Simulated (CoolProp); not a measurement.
Saturation properties of dimethyl ether.

Values from CoolProp's reference Helmholtz-energy equation of state, Wu 2011.

```tsv
T (°C)	p (kPa)	liquid density (kg/m³)	liquid cp (kJ/(kg K))	surface tension (mN/m)	vapour viscosity (µPa s)
-42.15	44.53	758.6	2.196	21.4	7.69
-37.45	56.40	752.3	2.206	20.6	7.79
-32.85	(withheld)	746.2	2.217	19.9	7.89
-28.15	87.31	739.8	2.229	19.2	7.99
-23.55	106.9	733.5	2.242	18.5	8.09
-18.95	129.7	727.1	2.255	17.8	8.19
-14.25	156.9	720.5	(withheld)	(withheld)	8.30
-9.65	187.5	714.0	(withheld)	16.3	8.41
-4.95	223.4	707.2	2.302	15.6	8.53
-0.35	263.4	700.5	2.319	15.0	8.64
4.25	308.7	693.7	2.337	(withheld)	8.76
8.95	360.8	(withheld)	2.357	(withheld)	8.89
```

Problem. What belongs in the gaps?

Solution. 
- -32.85, p (kPa): 70.35
- -14.25, liquid cp (kJ/(kg K)): 2.270
- -14.25, surface tension (mN/m): 17.0
- -9.65, liquid cp (kJ/(kg K)): 2.285
- 4.25, surface tension (mN/m): 14.3
- 8.95, liquid density (kg/m³): 686.6
- 8.95, surface tension (mN/m): 13.6

It boils at -24.8 °C under 1 atm.

Viscosity comes from a separate model (Meng 2012). Surface tension comes from a separate correlation (Mulero 2012).
